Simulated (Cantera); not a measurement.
What does this Cantera script print?

```python
import numpy as np
import cantera as ct

gas = ct.Solution("gri30.yaml")


def delay(T, t_max=10):
    gas.TPX = T, 101325, {'CH4': 1, 'CO': 0.14, 'O2': 1.03, 'N2': 6.11, 'H2O': 2.3}
    reactor = ct.IdealGasReactor(gas, clone=False)
    net = ct.ReactorNet([reactor])
    net.rtol, net.atol = 1e-8, 1e-16
    while net.time < t_max:
        t_old, T_old = net.time, reactor.T
        net.step()
        if reactor.T > T + 400:  # ignition: a rise of 400 K
            return t_old + (T + 400 - T_old) / (reactor.T - T_old) * (net.time - t_old)
    return np.nan


taus = []
for T in [1048, 1148, 1248, 1348, 1448, 1548, 1648, 1748, 1848, 1948]:
    taus.append(delay(T))
    print(f"T0 = {T:6g} K   tau = {taus[-1]:.4e} s")
```

Result:

```
T0 =   1048 K   tau = 1.8072e+00 s
T0 =   1148 K   tau = 3.9374e-01 s
T0 =   1248 K   tau = 9.6565e-02 s
T0 =   1348 K   tau = 2.5024e-02 s
T0 =   1448 K   tau = 6.8295e-03 s
T0 =   1548 K   tau = 2.0387e-03 s
T0 =   1648 K   tau = 6.9774e-04 s
T0 =   1748 K   tau = 2.8112e-04 s
T0 =   1848 K   tau = 1.3231e-04 s
T0 =   1948 K   tau = 7.0780e-05 s
```

Model: GRI-Mech 3.0 (53 species, 325 reactions), integrated in Cantera.
